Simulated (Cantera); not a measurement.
A perfectly stirred reactor is fed with H2 : O2 : N2 = 0.87 : 1 : 0.67 (molar parts), at 0.138 atm; it is held at 1375 K, and followed from long to short residence time.

Model: GRI-Mech 3.0 (53 species, 325 reactions), integrated in Cantera. The temperature is held fixed by assumption; the heat of reaction is taken as removed at once.

Question: Predict: x(H2) at τ = 1.10 s; x(O2) at τ = 1.10 s; x(NO) at τ = 1.10 s; x(NO2) at τ = 1.10 s; x(HO2) at τ = 1.10 s; x(H2) at τ = 40.0 ms; x(O2) at τ = 40.0 ms; x(NO) at τ = 40.0 ms; x(HO2) at τ = 40.0 ms.

Answer: 
| Quantity | Result |
|---|---|
| x(H2) at τ = 1.10 s | 0.000209 |
| x(O2) at τ = 1.10 s | 0.268 |
| x(NO) at τ = 1.10 s | 5.72e-7 |
| x(NO2) at τ = 1.10 s | 1.87e-9 |
| x(HO2) at τ = 1.10 s | 4.35e-6 |
| x(H2) at τ = 40.0 ms | 0.00187 |
| x(O2) at τ = 40.0 ms | 0.267 |
| x(NO) at τ = 40.0 ms | 5.01e-7 |
| x(HO2) at τ = 40.0 ms | 2.27e-5 |
